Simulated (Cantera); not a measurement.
What does this Cantera script print?

```python
import numpy as np
import cantera as ct

gas_names = """
    H HNO HNO2 HNO3 HO2 H2 H2O H2O2 N NH NH2 NH3 NH2OH NO NO2 NO3 N2 N2H2 N2H4 N2O O OH O2 O3 V VN VO
    VO2
""".split()
cond_names = """
    H2O(s) H2O(L) V(cr) V(L) VN(s) VO(s) VO(L) V2O3(s) V2O3(L) V2O4(I) V2O4(II) V2O4(L) V2O5(s) V2O5(L)
""".split()


def load(file, names, dense=False):
    # The tables refer to 1 bar. Condensed volumes are neglected.
    table = {s.name: s for s in ct.Species.list_from_file(file)}
    out = []
    for n in names:
        d = dict(table[n].input_data)
        d["thermo"] = dict(d["thermo"], **{"reference-pressure": 1e5})
        if dense:
            d["equation-of-state"] = {"model": "constant-volume", "density": "1e6 g/cm^3"}
        out.append(ct.Species.from_dict(d))
    return out


gas = ct.Solution(thermo="ideal-gas", species=load("nasa_gas.yaml", gas_names))
cond = {s.name: ct.Solution(thermo="fixed-stoichiometry", species=[s], name=s.name)
        for s in load("nasa_condensed.yaml", cond_names, dense=True)}
atoms = {
    'V2O5': {'V': 2, 'O': 5},
    'H2': {'H': 2},
    'N2': {'N': 2},
}
top_T = {'VN(s)': 2300}  # K; cautious upper limits of use, not melting points


def equilibrate(T, P, feed):
    n = {}
    for name, mol in feed.items():
        for a, k in atoms[name].items():
            n[a] = n.get(a, 0.0) + k * mol
    gas.TPX = T, P, n
    mass = sum(n.values()) * gas.mean_molecular_weight
    gas.equilibrate("TP")
    valid = [c for c in cond.values() if c.min_temp <= T <= top_T.get(c.name, c.max_temp)]
    mix = ct.Mixture([(gas, mass / gas.mean_molecular_weight)] + [(c, 0.0) for c in valid])
    mix.T, mix.P = T, P
    mix.equilibrate("TP", solver="vcs", rtol=1e-11, max_steps=5000)
    return mix


results = []
T = 1823  # K
P = 520000  # Pa
for m in [130, 200, 260, 330, 400, 460, 530, 590]:
    feed = {'V2O5': 1, 'H2': m, 'N2': 0.95}  # mol
    mix = equilibrate(T, P, feed)
    results.append((T, P, feed, dict(zip(mix.species_names, mix.species_moles))))

top = {s: max(r[3][s] / sum(r[3][g] for g in gas_names) for r in results) for s in gas_names}
cols = sorted((s for s in top if top[s] > 1e-05), key=lambda s: -top[s])[:6]
seen = [c for c in cond_names if any(r[3].get(c, 0) > 1e-12 for r in results)]
print("log10 of partial pressures in bar; condensed amounts in mol")
print(f"{'n(H2)':>10s}" + "".join(f"{s[:9]:>10s}" for s in cols + seen))
for T, P, feed, n in results:
    ng = sum(n[g] for g in gas_names)
    print(f"{feed['H2']:10.4g}" + "".join(f"{np.log10(max(n[s] / ng * P / 1e5, 1e-99)):10.3f}" for s in cols)
          + "".join(f"{n.get(c, 0):10.4g}" for c in seen))
```

Result:

```
log10 of partial pressures in bar; condensed amounts in mol
     n(H2)        H2       H2O        N2         H       NH3     VO(s)   V2O3(s)
       130     0.706    -1.091    -1.424    -3.010    -4.208   0.08548    0.9573
       200     0.707    -1.110    -1.610    -3.010    -4.299         2         0
       260     0.709    -1.223    -1.723    -3.009    -4.353         2         0
       330     0.711    -1.327    -1.827    -3.008    -4.403         2         0
       400     0.712    -1.410    -1.910    -3.007    -4.443         2         0
       460     0.712    -1.471    -1.971    -3.007    -4.472         2         0
       530     0.713    -1.532    -2.032    -3.007    -4.502         2         0
       590     0.713    -1.578    -2.079    -3.007    -4.525         2         0
```

Method: chemical equilibrium by Gibbs-energy minimisation in Cantera with the NASA 1993 tables (ideal gas, pure condensed phases). Mutual solubility and eutectic melting of coexisting phases are not modelled. VO: taken at fixed stoichiometry. Condensed phases not in the tables: the oxides between V2O3 and V2O5 other than VO2.
